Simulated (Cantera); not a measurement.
## Thermodynamics of halide evaporation, hydrolysis and transport, feed CaCl2 + HCl + H2

Charge: 1 mol CaCl2, 0.15 mol HCl, 110 mol H2, held at 13300 Pa.

These are equilibrium values from Cantera (NASA tables, ideal gas, pure condensed phases), not measurements of a reactor. Candidate condensed phases: Ca, CaCl2; 9 gas species. Rates play no part.

```
T (K)  log p H2  log p CaCl2  log p HCl  log p H  log p CaCl  log p Ca  log p Cl  n CaCl2(s)  n CaCl2(l)
-----  --------  -----------  ---------  -------  ----------  --------  --------  ----------  ----------
798       -0.88       -11.81      -3.74   -12.01        <-12      <-12      <-12        1.00           0
898       -0.88        -9.52      -3.74   -10.40        <-12      <-12      <-12        1.00           0
998       -0.88        -7.69      -3.74    -9.11        <-12      <-12    -12.00       1.000           0
1098      -0.88        -6.28      -3.74    -8.04      -12.52      <-12    -10.96           0       1.000
1198      -0.88        -5.18      -3.74    -7.16      -10.35      <-12    -10.09           0       0.994
1298      -0.88        -4.26      -3.74    -6.41       -8.53    -11.10     -9.35           0       0.954
1398      -0.88        -3.48      -3.74    -5.76       -6.99     -9.01     -8.71           0       0.724
1498      -0.88        -2.92      -3.74    -5.20       -5.78     -7.32     -8.16           0           0
1598      -0.88        -2.92      -3.73    -4.71       -5.21     -6.36     -7.66           0           0
```
log p: log10 of the partial pressure in bar; n: condensed amount in mol.

From 798 K to 998 K the condensed part is CaCl2(s). From 1098 K to 1398 K the condensed part is CaCl2(l). From 1498 K to 1598 K nothing is condensed.
